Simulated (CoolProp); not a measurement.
Vapour-liquid equilibrium of isopentane (1) + R365MFC (2) at 78.85 °C; x and y are mole fractions of (1).

Values from CoolProp's multi-fluid Helmholtz-energy mixture model, Lemmon 2006 and Lemmon 2016; pair parameters Bell 2016.

| x | bubble pressure, mixture model (bar) | bubble pressure, Raoult's law (bar) | y, mixture model | y, Raoult's law |
|---|---|---|---|---|
| 0.05 | 3.826 | 3.461 | [?] | 0.064 |
| 0.2 | 4.694 | 3.617 | 0.373 | 0.246 |
| 0.35 | 5.148 | 3.773 | 0.491 | 0.413 |
| 0.5 | 5.356 | 3.929 | 0.569 | 0.566 |
| 0.65 | 5.405 | 4.085 | 0.638 | 0.708 |
| 0.8 | [?] | 4.241 | [?] | 0.839 |
| 0.95 | 4.780 | 4.397 | 0.896 | 0.961 |

### Question
Fill in the missing entries.

### Answer

- 0.05, y, mixture model: 0.140
- 0.8, bubble pressure, mixture model (bar): 5.279
- 0.8, y, mixture model: 0.727

The largest gap from Raoult's law is +36.4 % in bubble pressure, at x = 0.35. y crosses x between x = 0.5 and 0.65: the model has an azeotrope there.

Pair parameters are fitted to limited data, so mixtures are less certain than the pure fluids.
